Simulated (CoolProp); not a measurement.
Toluene along the isotherm 615.2 K: fugacity coefficient from the reference equation and from simpler models built on Tc = 591.7 K, pc = 4126 kPa, ω = 0.266; each cubic takes its own stable root.

The numbers come from the reference Helmholtz-energy equation of state, Lemmon 2006 in CoolProp. It is a short technical equation, of lower accuracy than the large ones.

| p (kPa) | phase | reference |
|---|---|---|
| 387 | gas | 0.9699 |
| 774 | gas | 0.9402 |
| 1160 | gas | 0.9110 |
| 1550 | gas | 0.8818 |
| 1930 | gas | 0.8537 |
| 2320 | gas | 0.8252 |
| 2710 | gas | 0.7969 |
| 3090 | gas | 0.7695 |
| 3480 | gas | 0.7416 |
| 3870 | gas | 0.7137 |
| 4260 | supercritical | 0.6858 |
| 4640 | supercritical | 0.6583 |
| 5030 | supercritical | 0.6296 |
| 5420 | supercritical | 0.5999 |
| 5800 | supercritical | 0.5719 |
| 6190 | supercritical | 0.5457 |

Task: How far does each simpler model (Redlich-Kwong, Soave-Redlich-Kwong, Peng-Robinson) lie from the reference over these 16 states: mean and median of the absolute difference, and the worst?

Result: 
- Redlich-Kwong: mean 1.4 %, median 1.5 %, worst +2.6 % at 615.2 K and 6190 kPa
- Soave-Redlich-Kwong: mean 2.3 %, median 2.2 %, worst +4.9 % at 615.2 K and 6190 kPa
- Peng-Robinson: mean 0.4 %, median 0.5 %, worst -0.6 % at 615.2 K and 3870 kPa
